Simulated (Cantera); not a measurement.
A perfectly stirred reactor is fed with 3.76 % C3H8, 20.2 % O2, 76.0 % N2, at 48000 Pa; it is adiabatic with a 450 K inlet, and is followed from long to short residence time, starting on the burning branch (τ in s: 0.043, 0.023, 0.012, 0.0067, 0.0036, 0.0019, 0.001, 0.00056, 0.0003, 0.00016, 8.6e-05, 4.6e-05, 2.5e-05).

Cantera simulation using GRI-Mech 3.0 (53 species, 325 reactions); the numbers are that mechanism's predictions, not measurements. GRI-Mech 3.0 was tuned for natural gas; its chemistry of propane as a main component is partial and can be far from experiment.

Task: Predict: blow-out, bracketed by the residence times tried; x(C3H8) at τ = 43.0 ms; x(O2) at τ = 43.0 ms; x(C2H2) at τ = 43.0 ms; x(CH2CO) at τ = 43.0 ms; x(HCN) at τ = 43.0 ms; x(C3H8) at τ = 1.00 ms; x(O2) at τ = 1.00 ms; x(C2H2) at τ = 1.00 ms; x(CH2CO) at τ = 1.00 ms; x(HCN) at τ = 1.00 ms.

Result: 
```json
{
  "blow_out_bracketed_by_the_residence_times_tried": "burning at 0.160 ms, out at 86.0 µs",
  "x(C3H8) at τ = 43.0 ms": "5.04e-7",
  "x(O2) at τ = 43.0 ms": "0.0211",
  "x(C2H2) at τ = 43.0 ms": "1.50e-6",
  "x(CH2CO) at τ = 43.0 ms": "6.05e-7",
  "x(HCN) at τ = 43.0 ms": "2.14e-7",
  "x(C3H8) at τ = 1.00 ms": "1.24e-5",
  "x(O2) at τ = 1.00 ms": "0.0318",
  "x(C2H2) at τ = 1.00 ms": "1.04e-5",
  "x(CH2CO) at τ = 1.00 ms": "1.20e-5",
  "x(HCN) at τ = 1.00 ms": "4.16e-7"
}
```
